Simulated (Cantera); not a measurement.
Standard-state values (1 bar) from the NASA 1993 polynomials, evaluated with Cantera. Values are per mole of reaction as written; species without (g) are pure solids or liquids, kept so even where they would boil at 1 bar.

Question: Between 300 and 1498 K, where is each reaction favourable under standard conditions?
- 2 AlN + 6 F(g) ⇌ 2 AlF3(g) + N2(g)

Answer: 
- 2 AlN + 6 F(g) ⇌ 2 AlF3(g) + N2(g): ΔG° is -2185 kJ at 300 K and -1841 kJ at 1498 K; it stays negative (K > 1). ΔH° is -2301 kJ and ΔS° -307 J/K at 1498 K.
